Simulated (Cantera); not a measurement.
Input: 1 mol CuO, 0.89 mol CH₄, 0.055 mol CO, held at 1550 °C.

Method: chemical equilibrium by Gibbs-energy minimisation in Cantera with the NASA 1993 tables (ideal gas, pure condensed phases). Candidate condensed phases: C, C₆H₆, C₇H₈, C₈H₁₈, Cu, CuO, Cu(OH)₂, Cu₂O, H₂O; 113 gas species. Equilibrium is a limit: real reactors are often held back by kinetics, nucleation or transport.

Question: At 0.00750 bar, list the 6 most abundant gas species with their mole fractions, and the condensed phases.

Answer: H₂ 0.557, CO 0.309, Cu 0.0940, H₂O 0.0319, CO₂ 0.00453, H 0.00374. Condensed: Cu(l).
